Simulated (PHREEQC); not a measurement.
0.1 mol of Fluorite (CaF2) is brought to equilibrium with 1 kg of water, with rising amounts of LiNO3, at 20 °C. O2 is buffered at 0.21 atm. CO2 from the air is kept out. Only these solids could form: Fluorite, Portlandite.

Computed with PHREEQC (ion-association model, wateq4f.dat).

```tsv
LiNO3 added (mol)	pH	dissolved Ca (mol/kgw)	dissolved F (mol/kgw)
0	7.17	0.000186	0.000372
0.0417	7.16	0.000254	0.000507
0.0833	7.16	0.000280	0.000561
0.125	7.15	0.000299	0.000598
0.167	7.15	0.000314	0.000627
0.208	7.14	0.000325	0.000651
0.25	7.14	0.000335	0.000671
0.292	7.14	0.000344	0.000688
0.333	7.14	0.000351	0.000702
0.375	7.13	0.000358	0.000715
0.417	7.13	0.000363	0.000727
0.458	7.13	0.000368	0.000737
0.5	7.13	0.000373	0.000746
```

Complexes and solids missing from the database can't appear.
